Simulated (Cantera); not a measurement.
# Ignition delay

Mixture: H2 : O2 : N2 = 1 : 0.877 : 3.3 (molar parts), equivalence ratio 0.57, at 13.0 bar, adiabatic and at constant volume. Ignition delay is the time to a rise of 400 K.

Model: GRI-Mech 3.0 (53 species, 325 reactions), integrated in Cantera. The hydrogen kinetics of GRI-Mech 3.0 are dated; newer H2 mechanisms differ, most at raised pressure. The pressure lies above the range GRI-Mech 3.0 was tuned for (to about 10 atm). Below about 950 K walls govern HO2 and H2O2 in real vessels.

| T0 (K) | delay (ms) |
|---|---|
| 898 | 124 |
| 948 | 33.2 |
| 998 | 9.95 |
| 1048 | 3.23 |
| 1098 | 1.09 |
| 1148 | 0.371 |
| 1198 | 0.114 |
| 1248 | 0.0251 |
| 1298 | 0.00590 |

```
Quantity                                                Result
--------------------------------------------------  ----------
apparent activation energy between 1198 and 1298 K  380 kJ/mol
```
